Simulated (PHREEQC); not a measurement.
Solution (20 °C): 99 mmol/kgw HNO3, 29 mmol/kgw FeCl3 and 190 mmol/kgw KCl. Closed to the air; pH follows from the charge balance.

The numbers come from PHREEQC with the ion-association model, phreeqc.dat.

Task: The ionic strength comes out as 0.392 mol/kgw. What activity coefficients do NO3-, Fe+3, FeCl2+, FeCl+2, Cl- get?

Result: NO3- 0.64, Fe+3 0.100, FeCl2+ 0.70, FeCl+2 0.24, Cl- 0.67.

This is a speciation only: nothing precipitates in the calculation. The solution is supersaturated, for example in Hematite (slow to form), Goethite (slow to form), so a real one may precipitate; this is no full list. Species that the database lacks are ignored.
